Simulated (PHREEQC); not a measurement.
Solution (20 °C): 0.019 mol H2SO4, 0.00017 mol Al(NO3)3 and 5.4e-06 mol CO2 per kg of water. Closed to the air; pH follows from the charge balance.

All values are PHREEQC results (ion-association model, phreeqc.dat), not measurements.

| quantity | before | after |
|---|---|---|
| pH | 1.62 | 1.59 |
| ionic strength (mol/kgw) | 0.0362 | 0.0484 |
| SO4-2 (mol/kgw) | 0.00834 | 0.00642 |
| AlSO4+ (mol/kgw) | 0.000124 | 0.00372 |
| Al+3 (mol/kgw) | 2.98e-5 | 0.00139 |
| SI of Gibbsite (Al(OH)3) | -8.61 | -7.08 |

**Question.** What was changed between the two runs?
A. 0.0053 mol/kgw AlCl3 added
B. Al(NO3)3 replaced by AlCl3 at the same molality
C. CO2 from 5.4e-06 to 1.08e-05 mol/kgw
D. diluted 5-fold with water
E. H2SO4 from 0.019 to 0.038 mol/kgw

**Answer.** A, 0.0053 mol/kgw AlCl3 added

Precipitation was switched off in this run.
